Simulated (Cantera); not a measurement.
Cantera run:

```python
import numpy as np
import cantera as ct

gas_names = """
    Ca CaCL CaCL2 CaO Ca2 CL CLO CL2 N NO NO2 NO3 N2 N2O O O2 O3
""".split()
cond_names = """
    Ca(a) Ca(b) Ca(L) CaCL2(s) CaCL2(L) CaO(s) CaO(L)
""".split()


def load(file, names, dense=False):
    # The tables refer to 1 bar. Condensed volumes are neglected.
    table = {s.name: s for s in ct.Species.list_from_file(file)}
    out = []
    for n in names:
        d = dict(table[n].input_data)
        d["thermo"] = dict(d["thermo"], **{"reference-pressure": 1e5})
        if dense:
            d["equation-of-state"] = {"model": "constant-volume", "density": "1e6 g/cm^3"}
        out.append(ct.Species.from_dict(d))
    return out


gas = ct.Solution(thermo="ideal-gas", species=load("nasa_gas.yaml", gas_names))
cond = {s.name: ct.Solution(thermo="fixed-stoichiometry", species=[s], name=s.name)
        for s in load("nasa_condensed.yaml", cond_names, dense=True)}
atoms = {
    'CaO': {'Ca': 1, 'O': 1},
    'Cl2': {'CL': 2},
    'N2': {'N': 2},
}
top_T = {}  # K; cautious upper limits of use, not melting points


def equilibrate(T, P, feed):
    n = {}
    for name, mol in feed.items():
        for a, k in atoms[name].items():
            n[a] = n.get(a, 0.0) + k * mol
    gas.TPX = T, P, n
    mass = sum(n.values()) * gas.mean_molecular_weight
    gas.equilibrate("TP")
    valid = [c for c in cond.values() if c.min_temp <= T <= top_T.get(c.name, c.max_temp)]
    mix = ct.Mixture([(gas, mass / gas.mean_molecular_weight)] + [(c, 0.0) for c in valid])
    mix.T, mix.P = T, P
    mix.equilibrate("TP", solver="vcs", rtol=1e-11, max_steps=5000)
    return mix


results = []
feed = {'CaO': 1, 'Cl2': 20, 'N2': 7.8}  # mol
P = 100000  # Pa
for T in [1050, 1150, 1250, 1350, 1450, 1550, 1650]:
    mix = equilibrate(T, P, feed)
    results.append((T, P, feed, dict(zip(mix.species_names, mix.species_moles))))
    x = sorted(zip(gas.X, gas.species_names), reverse=True)
    print(f"T = {T:g} K  P = {P:g} Pa  gas = {mix.phase_moles(0):.4g} mol")
    print("   x: " + "  ".join(f"{s} {v:.3e}" for v, s in x if v > 0.001))
    print("   condensed (mol): " + ("  ".join(f"{mix.phase(i).name} {mix.phase_moles(i):.4g}"
          for i in range(1, mix.n_phases) if mix.phase_moles(i) > 1e-12) or "none"))
```

It prints:

```
T = 1050 K  P = 100000 Pa  gas = 27.31 mol
   x: CL2 6.954e-01  N2 2.856e-01  O2 1.830e-02
   condensed (mol): CaCL2(L) 1
T = 1150 K  P = 100000 Pa  gas = 27.33 mol
   x: CL2 6.940e-01  N2 2.854e-01  O2 1.828e-02  CL 2.284e-03
   condensed (mol): CaCL2(L) 0.9999
T = 1250 K  P = 100000 Pa  gas = 27.39 mol
   x: CL2 6.904e-01  N2 2.848e-01  O2 1.821e-02  CL 6.484e-03
   condensed (mol): CaCL2(L) 0.9994
T = 1350 K  P = 100000 Pa  gas = 27.52 mol
   x: CL2 6.825e-01  N2 2.834e-01  O2 1.809e-02  CL 1.575e-02
   condensed (mol): CaCL2(L) 0.996
T = 1450 K  P = 100000 Pa  gas = 27.79 mol
   x: CL2 6.668e-01  N2 2.806e-01  CL 3.369e-02  O2 1.785e-02
   condensed (mol): CaCL2(L) 0.9789
T = 1550 K  P = 100000 Pa  gas = 28.3 mol
   x: CL2 6.389e-01  N2 2.755e-01  CL 6.468e-02  O2 1.743e-02  CaCL2 3.111e-03
   condensed (mol): CaCL2(L) 0.912
T = 1650 K  P = 100000 Pa  gas = 29.26 mol
   x: CL2 5.928e-01  N2 2.664e-01  CL 1.128e-01  O2 1.674e-02  CaCL2 1.056e-02
   condensed (mol): CaCL2(L) 0.6911
```

Method: chemical equilibrium by Gibbs-energy minimisation in Cantera with the NASA 1993 tables (ideal gas, pure condensed phases). Condensed phases not in the tables: oxide chlorides.
